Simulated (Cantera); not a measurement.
**Thermodynamics of hydrogen reduction and annealing atmospheres, feed Al2O3 + H2 + N2**

Charge: 1 mol Al2O3, 0.31 mol H2, 0.67 mol N2, held at 1975 K and 70.0 mbar.

Cantera equilibrium calculation (NASA polynomials, part measured and part estimated; ideal gas, pure solids and liquids). Candidate condensed phases: Al, AlN, Al2O3, H2O; 35 gas species. Rates play no part.

- x(N2): 0.683
- x(H2): 0.314
- x(H): 0.00290
- x(H2O): 0.000105
- x(Al): 5.13e-5
- x(Al2O): 1.12e-5
- x(AlOH): 4.68e-6
- x(AlH): 2.25e-6
- n(Al2O3(s)): 1.000 mol
- gas amount: 0.9815 mol
- log10 activity of Al(l) (absent): -3.13
